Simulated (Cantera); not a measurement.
**Premixed flame**

A freely propagating, adiabatic, planar premixed flame of 4.75 % CH₄, 0.299 % C₂H₆, 1.23 % C₃H₈, 19.7 % O₂, 74.1 % N₂, equivalence ratio 0.85, unburnt at 423 K and 5.00 bar; unity-Lewis-number transport, grid criteria slope 0.08 and curve 0.16, no radiation.

Model: GRI-Mech 3.0 (53 species, 325 reactions), integrated in Cantera. GRI-Mech 3.0 was tuned for natural gas; its chemistry of propane as a main component is partial and can be far from experiment. Unity Lewis numbers drop preferential diffusion, which matters most where H2 and H carry the flame. Burning velocities carry a grid error of a few per cent, more on coarse grids.

```tsv
z (mm)	T (K)	u (m/s)	x CH₄	x C₂H₆	x C₃H₈	x CH₂O	x H₂O	x O
-0.360	424	0.327	0.0475	0.00299	0.0123	1.40e-6	6.50e-5	<1e-8
-0.240	429	0.331	0.0473	0.00298	0.0123	1.18e-5	0.000549	<1e-8
-0.180	449	0.346	0.0467	0.00294	0.0121	4.76e-5	0.00222	<1e-8
-0.120	556	0.430	0.0434	0.00275	0.0110	0.000240	0.0115	<1e-8
-0.0600	990	0.775	0.0293	0.00190	0.00648	0.000918	0.0517	3.45e-7
-0.0300	1379	1.09	0.0159	0.00102	0.00246	0.00106	0.0898	1.75e-5
0	1781	1.42	0.00276	5.96e-5	6.60e-5	0.000386	0.128	0.000714
0.0300	1950	1.55	7.31e-5	4.99e-8	2.16e-8	2.00e-5	0.139	0.00213
0.0600	2021	1.60	1.37e-6	<1e-8	<1e-8	4.87e-7	0.142	0.00189
0.120	2092	1.65	<1e-8	<1e-8	<1e-8	<1e-8	0.145	0.00115
0.240	2145	1.68	<1e-8	<1e-8	<1e-8	<1e-8	0.147	0.000564
0.480	2173	1.70	<1e-8	<1e-8	<1e-8	<1e-8	0.149	0.000276
0.960	2182	1.71	<1e-8	<1e-8	<1e-8	<1e-8	0.149	0.000198
```
x: mole fraction of selected species; z is measured from the peak of heat release.

- laminar burning velocity: 32.6 cm/s
- thermal thickness: 0.120 mm
- peak x(CH₂O): 0.00110
- peak x(O): 0.00216
- grid points: 126
